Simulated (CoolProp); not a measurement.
Properties of methane at several states (Tc = 190.6 K, pc = 4599 kPa, ω = 0.011).

Computed with CoolProp (reference Helmholtz-energy equation of state, Setzmann 1991).

| T (K) | p (kPa) | phase | cv (kJ/(kg K)) | conductivity (mW/(m K)) |
|---|---|---|---|---|
| 213.6 | 2620 | gas | (withheld) | 26.7 |
| 396.5 | 875 | gas | (withheld) | (withheld) |
| 342.3 | 23.9 | gas | 1.825 | 40.5 |

**Question.** What belongs in the gaps?

**Answer.** 
- 213.6, cv (kJ/(kg K)): 1.677
- 396.5, cv (kJ/(kg K)): 2.004
- 396.5, conductivity (mW/(m K)): 49.8

Thermal conductivity comes from a separate model (Friend 1989).
